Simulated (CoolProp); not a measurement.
Model: reference Helmholtz-energy equation of state, Lemmon 2006, in CoolProp. It is a short technical equation, of lower accuracy than the large ones.

Question: For C2F6 (R116), give the phase and the density (kg/m³), Joule-Thomson coefficient (K/MPa) at -95.05 °C and 0.703 MPa; -95.05 °C and 0.821 MPa.

Answer: 
- -95.05 °C and 0.703 MPa: liquid; density 1680, Joule-Thomson coefficient -0.371
- -95.05 °C and 0.821 MPa: liquid; density 1680, Joule-Thomson coefficient -0.372
